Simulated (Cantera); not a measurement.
**Diamond growth**

A diamond (100) surface in a fixed gas of H2 with x(CH4) = 0.015, x(H) = 0.00056, x(CH3) = 5.2e-05, at 1325 K; coverages are run to steady state.

Computed with Cantera and the Harris–Goodwin 1993 mechanism for the reconstructed diamond (100) surface.

```csv
P (Pa),growth (µm/h),θ c6HH,θ c6H*,θ c6*H,θ c6**,θ c6HM
800,0.00796,0.457,0.0463,0.475,0.0218,7.47e-6
1400,0.0206,0.457,0.0463,0.475,0.0218,1.36e-5
2400,0.0481,0.457,0.0463,0.475,0.0217,2.41e-5
4200,0.109,0.457,0.0463,0.474,0.0217,4.38e-5
7300,0.231,0.457,0.0462,0.474,0.0217,7.84e-5
13000,0.488,0.457,0.0462,0.474,0.0216,0.000142
22000,0.962,0.457,0.0462,0.474,0.0216,0.000242
38000,1.99,0.457,0.0462,0.474,0.0216,0.000415
```
θ: site fractions in the mechanism's names (c6HH fully hydrogenated, c6H* and c6*H radical sites, c6** diradical, c6HM methylated).
